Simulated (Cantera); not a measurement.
A closed system holds: 1 mol Pb, 2.9 mol H2, 0.32 mol N2, equilibrated at 1177 °C and 0.0240 bar.

Equilibrium computed with Cantera from the NASA thermochemical tables; the gas is ideal and each condensed phase is pure. Candidate condensed phases: Pb; 11 gas species. The numbers say what is thermodynamically allowed, not how fast it happens.

Base state: H2 0.687, Pb 0.237, N2 0.0758, H 5.06e-5, Pb2 2.72e-5 (mole fractions); condensed: gas only.

Task: What changes in the equilibrium state with this change: pressure from 0.0240 bar to 0.750 bar?

Result: 
```
species      before    after
----------  -------  -------
H2            0.687    0.883
N2           0.0758   0.0974
Pb            0.237   0.0199
NH3         2.72e-7  1.40e-5
H           5.06e-5  1.03e-5
Pb(l), mol        0    0.935
```
